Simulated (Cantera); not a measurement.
Silicon nitride deposition: trisilylamine + N2

Feed: 1 mol trisilylamine, 12 mol N2, at 850 K and 1.00 bar.

Cantera equilibrium calculation (NASA polynomials, part measured and part estimated; ideal gas, pure solids and liquids). Candidate condensed phases: Si, Si3N4; 18 gas species. The feed counts by its element totals alone. Kinetics and transport are ignored.

```yaml
x(N2): 0.700
x(H2): 0.300
x(NH3): 0.000255
n(Si3N4(s)): 1.00 mol
gas_amount: 15.00 mol
log10 activity of Si(s) (absent): -9.38
```
